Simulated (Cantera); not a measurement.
# Hydrocarbon pyrolysis for carbon deposition

An isothermal, constant-pressure homogeneous reactor starts with CH4 : H2 = 1 : 36 (molar parts), at 1750 K and 170 Pa.

Detailed kinetics in Cantera: GRI-Mech 3.0 (53 species, 325 reactions). GRI-Mech 3.0 stops at C3 and has no aromatics, soot or wall deposition, so with more carbon than oxygen in the feed, carbon stays in small species such as C2H2 where larger ones or solid carbon would form. Radical loss at walls, strong at low pressure, is not modelled.

```csv
t (s),x CH4,x H2,x C2H,x H,x C2H6,x C2H2,x CH2
0.000300,0.0270,0.973,<1e-12,7.03e-7,<1e-12,<1e-12,<1e-12
0.00133,0.0270,0.973,<1e-12,3.41e-6,2.25e-12,<1e-12,5.59e-12
0.00591,0.0270,0.973,<1e-12,1.56e-5,1.39e-10,1.10e-11,1.40e-10
0.0262,0.0270,0.973,<1e-12,6.95e-5,4.59e-9,4.87e-9,2.93e-9
0.116,0.0268,0.973,5.36e-12,0.000309,8.81e-8,2.40e-6,5.65e-8
0.516,0.0252,0.972,4.66e-9,0.00132,8.19e-7,0.000489,8.54e-7
2.29,0.0126,0.978,1.18e-7,0.00248,4.49e-7,0.00663,1.51e-6
10.2,0.00232,0.982,3.05e-7,0.00357,2.19e-8,0.0119,6.40e-7
45.1,0.000256,0.982,4.72e-7,0.00507,3.63e-10,0.0130,1.48e-7
200,3.85e-5,0.981,5.27e-7,0.00562,9.46e-12,0.0131,2.75e-8
```
x: mole fraction; the columns are a selection and need not sum to one.

Equilibrium at this temperature and pressure: CH4 1.60e-5, H2 0.981, C2H 5.29e-7, H 0.00563, C2H6 2.05e-12, C2H2 0.0131, CH2 1.15e-8 (gas phase only).
